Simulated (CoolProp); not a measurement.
Saturation properties of n-perfluorobutane.

Computed with CoolProp (reference Helmholtz-energy equation of state, Gao 2022).

| T (K) | p (MPa) | liquid density (kg/m³) | vapour density (kg/m³) | enthalpy of vaporisation (kJ/kg) | liquid cp (kJ/(kg K)) |
|---|---|---|---|---|---|
| 201.1 | 0.001682 | 1837 | 0.2399 | 119.4 | 1.026 |
| 206.6 | 0.002639 | 1818 | 0.3668 | 117.7 | … |
| 212.1 | 0.004023 | 1799 | 0.5451 | … | 1.036 |
| 217.7 | 0.006011 | 1780 | 0.7948 | 114.2 | … |
| 223.2 | 0.008703 | 1761 | 1.124 | … | 1.048 |
| 228.8 | 0.01240 | 1742 | 1.566 | 110.8 | 1.054 |
| 234.3 | … | 1723 | 2.127 | 109.2 | … |
| 239.8 | 0.02340 | 1705 | 2.839 | 107.5 | 1.066 |
| 245.4 | 0.03147 | 1686 | 3.746 | 105.7 | … |

**Question.** Fill in the missing entries.

**Answer.** 
- 206.6, liquid cp (kJ/(kg K)): 1.031
- 212.1, enthalpy of vaporisation (kJ/kg): 116.0
- 217.7, liquid cp (kJ/(kg K)): 1.042
- 223.2, enthalpy of vaporisation (kJ/kg): 112.5
- 234.3, p (MPa): 0.01719
- 234.3, liquid cp (kJ/(kg K)): 1.060
- 245.4, liquid cp (kJ/(kg K)): 1.072

It boils at 271.1 K under 1 atm.
